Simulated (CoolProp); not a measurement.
R11 at 298.15 K and 1.31 MPa is throttled through a valve to 0.571 MPa with no heat exchange. Each further row changes one setting.

The numbers come from the reference Helmholtz-energy equation of state, Jacobsen 1992 in CoolProp.

| case | temperature change (K) |
|---|---|
| as stated | … |
| outlet pressure 0.171 MPa | … |
| outlet pressure 0.742 MPa | … |

Some entries are withheld; supply them.


- as stated, temperature change (K): +0.3
- outlet pressure 0.171 MPa, temperature change (K): +0.5
- outlet pressure 0.742 MPa, temperature change (K): +0.2
